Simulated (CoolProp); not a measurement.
The numbers come from the reference Helmholtz-energy equation of state, Thol 2016 in CoolProp.

Problem. Give the vapour pressure (MPa), liquid density (kg/m³), vapour density (kg/m³), enthalpy of vaporisation (kJ/kg) of saturated hexamethyldisiloxane (MM) at 31.25 °C.

Solution. 
```tsv
T (°C)	p (MPa)	liquid density (kg/m³)	vapour density (kg/m³)	enthalpy of vaporisation (kJ/kg)
31.25	0.00759	753	0.492	226
```
